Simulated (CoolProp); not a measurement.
R125 at 298.15 K and 0.504 MPa flows at 0.27 m/s in a round tube of 12.7 mm bore and 1.5 µm roughness, fully developed (64/Re and Nu = 3.66 if laminar; Colebrook and Gnielinski if turbulent). Each further row changes one setting.

The numbers come from the reference Helmholtz-energy equation of state, Lemmon 2005 in CoolProp.

```
case               Reynolds number  Darcy friction factor  pressure drop (Pa/m)  heat-transfer coefficient (W/(m² K))  mass flow (kg/h)
-----------------  ---------------  ---------------------  --------------------  ------------------------------------  ----------------
as stated                     6990                 0.0342                  2.60                                  25.4              3.27
velocity 0.54 m/s            14000                 0.0285                  8.69                                  45.4              6.53
diameter 25.4 mm             14000                 0.0284                  1.08                                  22.6              13.1
```

Viscosity comes from a separate model (Huber 2006). Thermal conductivity comes from a separate model (Perkins 2006).
